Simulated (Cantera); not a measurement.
A Cantera script and what it prints.

```python
import numpy as np
import cantera as ct

gas_names = [...]  # 110 gases of nasa_gas.yaml made of C, H, O
cond_names = """
    C(gr) C6H6(L) C7H8(L) C8H18(L),n-octa H2O(s) H2O(L)
""".split()


# ... load() reads the species with a 1 bar reference pressure and builds the phases ...
atoms = {
    'C2H6': {'C': 2, 'H': 6},
    'O2': {'O': 2},
}
top_T = {'C(gr)': 4500}  # K; cautious upper limits of use, not melting points


# ... equilibrate(T, P, feed) seeds the gas with the atoms and calls Mixture.equilibrate('TP', solver="vcs", rtol=1e-11, max_steps=5000) ...
results = []
feed = {'C2H6': 1, 'O2': 0.49}  # mol
P = 100000  # Pa
for T in [1900, 1975, 2050, 2125, 2200, 2275, 2350]:
    mix = equilibrate(T, P, feed)
    results.append((T, P, feed, dict(zip(mix.species_names, mix.species_moles))))

top = {s: max(r[3][s] / sum(r[3][g] for g in gas_names) for r in results) for s in gas_names}
cols = sorted((s for s in top if top[s] > 0.001), key=lambda s: -top[s])[:8]
seen = [c for c in cond_names if any(r[3].get(c, 0) > 1e-12 for r in results)]
print("log10 of partial pressures in bar; condensed amounts in mol")
print(f"{'T/K':>10s}" + "".join(f"{s[:9]:>10s}" for s in cols + seen))
for T, P, feed, n in results:
    ng = sum(n[g] for g in gas_names)
    print(f"{T:10.4g}" + "".join(f"{np.log10(max(n[s] / ng * P / 1e5, 1e-99)):10.3f}" for s in cols)
          + "".join(f"{n.get(c, 0):10.4g}" for c in seen))
```

It prints:

```
log10 of partial pressures in bar; condensed amounts in mol
       T/K        H2        CO         H C2H2,acet     C(gr)
      1900    -0.124    -0.609    -3.162    -3.542     1.017
      1975    -0.124    -0.609    -2.926    -3.311     1.015
      2050    -0.124    -0.609    -2.706    -3.098     1.013
      2125    -0.125    -0.609    -2.503    -2.901     1.009
      2200    -0.126    -0.610    -2.313    -2.718     1.004
      2275    -0.128    -0.610    -2.135    -2.547    0.9967
      2350    -0.131    -0.611    -1.969    -2.389    0.9866
```

Equilibrium computed with Cantera from the NASA thermochemical tables; the gas is ideal and each condensed phase is pure.
